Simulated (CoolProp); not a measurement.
Properties of propylene at several states.

Computed with CoolProp (reference Helmholtz-energy equation of state, Lemmon 2013).

```
T (K)  p (bar)          phase  density (kg/m³)  cp (kJ/(kg K))
-----  -------  -------------  ---------------  --------------
570.3      103  supercritical            105.1           2.799
469      0.245            gas           0.2646           2.158
474.2    0.152            gas           0.1623           2.175
262.4     13.1         liquid            563.2           2.358
547.9    0.737            gas           0.6817           2.415
```
